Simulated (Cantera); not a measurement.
An isothermal, constant-pressure homogeneous reactor starts with C3H8 : H2 = 1 : 58 (molar parts), at 1650 K and 0.133 bar.

Computed with Cantera and GRI-Mech 3.0 (53 species, 325 reactions). GRI-Mech 3.0 was tuned for natural gas; its chemistry of propane as a main component is partial and can be far from experiment. GRI-Mech 3.0 stops at C3 and has no aromatics, soot or wall deposition, so with more carbon than oxygen in the feed, carbon stays in small species such as C2H2 where larger ones or solid carbon would form.

x: mole fraction; the columns are a selection and need not sum to one.

```json
[
 {"t (s)": "1.00e-6", "x C3H8": "0.0168", "x H2": "0.983", "x C2H6": "___", "x CH4": "9.92e-6", "x C2H": "<1e-12"},
 {"t (s)": "7.44e-6", "x C3H8": "0.0156", "x H2": "0.981", "x C2H6": "___", "x CH4": "0.000556", "x C2H": "1.44e-12"},
 {"t (s)": "5.54e-5", "x C3H8": "0.00137", "x H2": "0.964", "x C2H6": "___", "x CH4": "0.0159", "x C2H": "1.74e-8"},
 {"t (s)": "0.000412", "x C3H8": "4.59e-9", "x H2": "0.964", "x C2H6": "___", "x CH4": "0.0192", "x C2H": "4.74e-8"},
 {"t (s)": "0.00307", "x C3H8": "2.87e-10", "x H2": "0.965", "x C2H6": "___", "x CH4": "0.0193", "x C2H": "2.15e-8"},
 {"t (s)": "0.0228", "x C3H8": "7.66e-11", "x H2": "0.966", "x C2H6": "___", "x CH4": "0.0190", "x C2H": "1.58e-8"},
 {"t (s)": "0.170", "x C3H8": "6.16e-11", "x H2": "0.966", "x C2H6": "___", "x CH4": "0.0174", "x C2H": "1.67e-8"},
 {"t (s)": "1.26", "x C3H8": "2.14e-11", "x H2": "0.970", "x C2H6": "___", "x CH4": "0.0106", "x C2H": "2.05e-8"},
 {"t (s)": "9.41", "x C3H8": "5.14e-12", "x H2": "0.973", "x C2H6": "___", "x CH4": "0.00409", "x C2H": "2.44e-8"},
 {"t (s)": "70.0", "x C3H8": "4.60e-12", "x H2": "0.974", "x C2H6": "___", "x CH4": "0.00372", "x C2H": "2.46e-8"}
]
```

### Question
Fill in the missing entries.

### Answer

- 1.00e-6, x C2H6: 3.68e-6
- 7.44e-6, x C2H6: 9.95e-5
- 5.54e-5, x C2H6: 0.000218
- 0.000412, x C2H6: 9.57e-6
- 0.00307, x C2H6: 2.09e-6
- 0.0228, x C2H6: 1.11e-6
- 0.170, x C2H6: 9.41e-7
- 1.26, x C2H6: 3.85e-7
- 9.41, x C2H6: 9.14e-8
- 70.0, x C2H6: 8.26e-8
